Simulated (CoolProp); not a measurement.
Properties of benzene along the isobar 29.1 MPa (Tc = 562.0 K, pc = 4.906 MPa, ω = 0.211).

Computed with CoolProp (reference Helmholtz-energy equation of state, Thol 2012).

```
T (K)          phase  cp (kJ/(kg K))  speed of sound (m/s)  isothermal compressibility (1/MPa)
-----  -------------  --------------  --------------------  ----------------------------------
552.8         liquid           2.414                 666.0                            0.004349
558.4         liquid           2.428                 654.4                            0.004541
564    supercritical           2.442                 643.1                            0.004741
569.6  supercritical           2.456                 632.0                            0.004950
575.2  supercritical           2.470                 621.1                            0.005169
580.8  supercritical           2.483                 610.4                            0.005397
586.4  supercritical           2.496                 599.9                            0.005635
592    supercritical           2.509                 589.7                            0.005884
597.6  supercritical           2.522                 579.7                            0.006143
603.2  supercritical           2.535                 570.0                            0.006413
608.8  supercritical           2.548                 560.5                            0.006693
614.4  supercritical           2.560                 551.2                            0.006984
620    supercritical           2.572                 542.3                            0.007285
```
